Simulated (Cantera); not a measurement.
Charge: 1 mol CH₃F, 0.086 mol F₂, at 1900 K and 7.50 Torr.

Method: chemical equilibrium by Gibbs-energy minimisation in Cantera with the NASA 1993 tables (ideal gas, pure condensed phases). Candidate condensed phases: C, C₆H₆, C₇H₈, C₈H₁₈; 95 gas species. Equilibrium is a limit: real reactors are often held back by kinetics, nucleation or transport.

Base state: HF 0.560, H₂ 0.434, H 0.00523, C₂H₂ (acetylene) 0.000166 (mole fractions); condensed: C(graphite).

Q: What changes in the equilibrium state with this change: pressure from 7.50 Torr to 750 Torr?

A: 
```
species             before     after
----------------  --------  --------
HF                   0.560     0.562
H₂                   0.434     0.437
H                  0.00523  0.000525
CH₄                1.06e-6  0.000108
C₂H₂ (acetylene)  0.000166  0.000167
C(graphite), mol     0.999     0.999
```
